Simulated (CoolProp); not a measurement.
Vapour-liquid equilibrium of ethane (1) + propylene (2) at 1.44 MPa; x and y are mole fractions of (1).

Values from CoolProp's multi-fluid Helmholtz-energy mixture model, Bücker 2006 and Lemmon 2013; pair parameters Bell 2016.

| x | bubble temperature, mixture model (°C) | bubble temperature, Raoult's law (°C) | y, mixture model | y, Raoult's law |
|---|---|---|---|---|
| 0.05 | 29.9 | 29.1 | 0.118 | 0.158 |
| 0.15 | (withheld) | 20.3 | 0.318 | 0.395 |
| 0.25 | 14.9 | 13.0 | (withheld) | 0.560 |
| 0.35 | 8.7 | 6.7 | 0.601 | 0.680 |
| 0.45 | (withheld) | 1.2 | 0.701 | 0.769 |
| 0.55 | -1.9 | -3.5 | 0.780 | 0.836 |
| 0.65 | -6.4 | -7.8 | 0.845 | 0.888 |
| 0.75 | -10.6 | -11.6 | 0.899 | 0.929 |
| 0.85 | -14.4 | -15.0 | (withheld) | 0.962 |
| 0.95 | -17.9 | -18.1 | 0.983 | 0.989 |

**Question.** Fill in the missing entries.

**Answer.** 
- 0.15, bubble temperature, mixture model (°C): 22.0
- 0.25, y, mixture model: 0.476
- 0.45, bubble temperature, mixture model (°C): 3.1
- 0.85, y, mixture model: 0.944

The largest gap from Raoult's law is +2.0 K in bubble temperature, at x = 0.35. No azeotrope shows between x = 0.05 and 0.95.

Pair parameters are fitted to limited data, so mixtures are less certain than the pure fluids.
